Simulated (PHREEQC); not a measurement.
Solution (25 °C): 0.082 mol NH4BF4, 0.042 mol Na3PO4 and 0.00031 mol KBr per kg of water. Closed to the air; pH follows from the charge balance.

Computed with PHREEQC (ion-association model, phreeqc.dat).

```json
{
  "pH": "5.00",
  "ionic_strength": "0.206 mol/kgw",
  "activity_of_water": "0.993",
  "total_alkalinity": "-162 meq/kg"
}
```

```
species    molality  activity   log γ
---------  --------  --------  ------
Na+           0.123    0.0917  -0.127
F-           0.0889    0.0626  -0.152
NH4+         0.0820    0.0556  -0.169
H2PO4-       0.0413    0.0307  -0.128
BF4-         0.0371    0.0277  -0.128
BF2(OH)2-    0.0211    0.0157  -0.128
BF3OH-       0.0145    0.0108  -0.128
H3BO3       0.00895   0.00939   0.021
NaF         0.00315   0.00330   0.021
HF         0.000891  0.000934   0.021
HPO4-2     0.000650  0.000192  -0.530
BF(OH)3-   0.000314  0.000234  -0.128
Br-        0.000310  0.000215  -0.160
K+         0.000310  0.000220  -0.149
```

This is a speciation only: nothing precipitates in the calculation. Complexes and solids missing from the database can't appear. Real BF4- forms and hydrolyses slowly; the run takes it at equilibrium.
